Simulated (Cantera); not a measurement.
A Cantera script and its output.

```python
import numpy as np
import cantera as ct

gas = ct.Solution("gri30.yaml")


def delay(T, t_max=10):
    gas.TPX = T, 400000, {'CO': 1, 'H2': 0.15, 'O2': 0.442, 'N2': 1.66, 'H2O': 0.15}
    reactor = ct.IdealGasReactor(gas, clone=False)
    net = ct.ReactorNet([reactor])
    net.rtol, net.atol = 1e-8, 1e-16
    while net.time < t_max:
        t_old, T_old = net.time, reactor.T
        net.step()
        if reactor.T > T + 400:  # ignition: a rise of 400 K
            return t_old + (T + 400 - T_old) / (reactor.T - T_old) * (net.time - t_old)
    return np.nan


taus = []
for T in [1275, 1325, 1375, 1425, 1475, 1525, 1575, 1625, 1675]:
    taus.append(delay(T))
    print(f"T0 = {T:6g} K   tau = {taus[-1]:.4e} s")
```

Result:

```
T0 =   1275 K   tau = 2.0766e-05 s
T0 =   1325 K   tau = 1.5344e-05 s
T0 =   1375 K   tau = 1.2112e-05 s
T0 =   1425 K   tau = 1.0001e-05 s
T0 =   1475 K   tau = 8.5357e-06 s
T0 =   1525 K   tau = 7.4746e-06 s
T0 =   1575 K   tau = 6.6824e-06 s
T0 =   1625 K   tau = 6.0784e-06 s
T0 =   1675 K   tau = 5.6117e-06 s
```

Cantera simulation using GRI-Mech 3.0 (53 species, 325 reactions); the numbers are that mechanism's predictions, not measurements. The hydrogen kinetics of GRI-Mech 3.0 are dated; newer H2 mechanisms differ, most at raised pressure. Where the delays flatten at high temperature, the 400 K rule measures the pace of heat release, not the induction time.
